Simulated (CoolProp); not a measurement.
R134a at 424.59 K and 1.14 MPa is throttled through a valve to 0.762 MPa with no heat exchange. Each further row changes one setting.

Computed with CoolProp (reference Helmholtz-energy equation of state, Tillner-Roth 1994).

```
case                       temperature change (K)  final density (kg/m³)
-------------------------  ----------------------  ---------------------
as stated                                    -2.7                   23.2
outlet pressure 0.229 MPa                    -6.5                   6.81
outlet pressure 0.991 MPa                    -1.1                   30.4
```
